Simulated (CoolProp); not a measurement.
Model: reference Helmholtz-energy equation of state, Lemmon 2006, in CoolProp. It is a short technical equation, of lower accuracy than the large ones.

For carbonyl sulfide, give the phase and the cp (kJ/(kg K)), cv (kJ/(kg K)), Joule-Thomson coefficient (K/MPa) at 303.3 K and 0.101 MPa; 460.5 K and 0.101 MPa.


- 303.3 K and 0.101 MPa: gas; cp 0.705, cv 0.560, Joule-Thomson coefficient 19.3
- 460.5 K and 0.101 MPa: gas; cp 0.798, cv 0.658, Joule-Thomson coefficient 7.37
